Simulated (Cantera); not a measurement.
Feed: 1 mol Al, a varied amount of Cl2, 0.85 mol N2, at 1050 K and 0.100 bar.

Equilibrium computed with Cantera from the NASA thermochemical tables; the gas is ideal and each condensed phase is pure. Candidate condensed phases: Al, AlCl3, AlN; 11 gas species. Kinetics and transport are ignored.

Question: At 1.5 mol Cl2, list the 3 most abundant gas species with their mole fractions, and the condensed phases.

Answer: AlCl3 0.538, N2 0.460, Al2Cl6 0.00150. Condensed: gas only.
